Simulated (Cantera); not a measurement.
A closed system holds: 1 mol CS2, 0.034 mol H2, held at 2475 K and 75.0 Torr.

These are equilibrium values from Cantera (NASA tables, ideal gas, pure condensed phases), not measurements of a reactor. Candidate condensed phases: C, C6H6, C7H8, C8H18, S; 83 gas species. The numbers say what is thermodynamically allowed, not how fast it happens.

Base state: CS 0.484, CS2 0.218, S2 0.209, S 0.0569, H2 0.0145, SH 0.00920, H 0.00857, H2S 0.000436 (mole fractions); condensed: gas only.

**Question.** What changes in the equilibrium state with this change: H2 from 0.034 to 0.18 mol?

**Answer.** 
| species | before | after |
|---|---|---|
| CS | 0.484 | 0.443 |
| CS2 | 0.218 | 0.187 |
| S2 | 0.209 | 0.183 |
| H2 | 0.0145 | 0.0894 |
| H | 0.00857 | 0.0213 |
| SH | 0.00920 | 0.0214 |
| S | 0.0569 | 0.0533 |
| C2H2 (acetylene) | 1.14e-5 | 6.70e-5 |
| H2S | 0.000436 | 0.00251 |
